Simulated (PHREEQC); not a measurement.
1 kg of water holding 2.2 mmol/kgw K2SO4, 19 mmol/kgw NaCl and 12 mmol/kgw Na2SO4 is evaporated at 25 °C; the solids stay in contact with the brine. No CO2 enters from the air. The run lets Arcanite, Glaserite, Halite, Mirabilite, Misenite, Sylvite, Thenardite precipitate or redissolve, and no other solid.

All values are PHREEQC results (Pitzer model, pitzer.dat), not measurements.

Problem. Predict ionic strength at water left (kg) = 0.8219, 0.375, 0.1407, 0.1156, 0.05275.

Solution. 
```csv
water left (kg),ionic strength
0.8219,0.0749
0.375,0.164
0.1407,0.438
0.1156,0.533
0.05275,1.17
```
